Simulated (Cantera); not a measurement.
Input: 1 mol SiC, 0.094 mol CO2, 1.3 mol H2, 0.33 mol N2O, held at 1575 K and 6530 Torr.

Equilibrium computed with Cantera from the NASA thermochemical tables; the gas is ideal and each condensed phase is pure. Candidate condensed phases: C, C6H6, C7H8, C8H18, H2O, Si, SiC, SiO2, Si2N2O, Si3N4; 151 gas species. Mutual solubility and eutectic melting of coexisting phases are not modelled. The tables hold silica as quartz up to 1696 K and as liquid above; real silica turns to tridymite and cristobalite and melts near 1996 K. The numbers say what is thermodynamically allowed, not how fast it happens.

Base state: H2 0.977, CH4 0.0151, CO 0.00811, H2O 7.07e-5, N2 6.06e-5, C2H4 2.44e-5, SiO 2.14e-5, C2H2 (acetylene) 2.06e-5 (mole fractions); condensed: C(graphite) + SiC(s) + SiO2(β-quartz) + Si2N2O(s).

### Question
What changes in the equilibrium state with this change: temperature from 1575 K to 1800 K?

### Answer
| species | before | after |
|---|---|---|
| H2 | 0.977 | 0.863 |
| CO | 0.00811 | 0.128 |
| CH4 | 0.0151 | 0.00499 |
| SiO | 2.14e-5 | 0.000710 |
| CO2 | 2.02e-7 | 1.06e-5 |
| N2 | 6.06e-5 | 0.00223 |
| HNC | 2.86e-7 | 1.02e-5 |
| HCN | 1.35e-5 | 0.000270 |
| H | 1.39e-5 | 0.000113 |
| C(graphite), mol | 0.813 | 0.550 |
| SiC(s), mol | 0.251 | 0.346 |
| SiO2(β-quartz), mol | 0.0888 | 0 |
| Si2N2O(s), mol | 0.330 | 0.326 |

### Question
What changes in the equilibrium state with this change: temperature from 1575 K to 1448.15 K?

### Answer
```tsv
species	before	after
H2	0.977	0.971
CH4	0.0151	0.0274
CO	0.00811	0.00110
SiO	2.14e-5	1.72e-6
N2	6.06e-5	5.01e-6
HCN	1.35e-5	1.60e-6
H	1.39e-5	3.09e-6
C2H2 (acetylene)	2.06e-5	4.63e-6
C(graphite), mol	0.813	0.811
SiC(s), mol	0.251	0.247
SiO2(β-quartz), mol	0.0888	0.0933
Si2N2O(s), mol	0.330	0.330
```
